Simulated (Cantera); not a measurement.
An isothermal, constant-pressure homogeneous reactor starts with CH4 : CO2 = 1 : 0.37 (molar parts), at 1498 K and 880000 Pa. Integrator tolerance rtol = 1e-08.

Detailed kinetics in Cantera: GRI-Mech 3.0 (53 species, 325 reactions). GRI-Mech 3.0 stops at C3 and has no aromatics, soot or wall deposition, so with more carbon than oxygen in the feed, carbon stays in small species such as C2H2 where larger ones or solid carbon would form.

**Question.** What does this change do: temperature 1498 to 1298 K?

**Answer.** 
| quantity | before | after |
|---|---|---|
| x(CH4) at 50.0 s | 0.238 (gas-phase equilibrium 0.230) | 0.445 (gas-phase equilibrium 0.293) |
| x(CO2) at 50.0 s | 0.00326 (gas-phase equilibrium 1.07e-5) | 0.103 (gas-phase equilibrium 0.000166) |
| x(CH2CO) at 50.0 s | 3.84e-6 (gas-phase equilibrium 3.52e-6) | 5.80e-6 (gas-phase equilibrium 8.39e-7) |
| x(C2H6) at 50.0 s | 0.000490 (gas-phase equilibrium 0.000439) | 0.00275 (gas-phase equilibrium 0.000328) |
| x(H2O) at 50.0 s | 0.00999 (gas-phase equilibrium 3.34e-5) | 0.123 (gas-phase equilibrium 0.000296) |
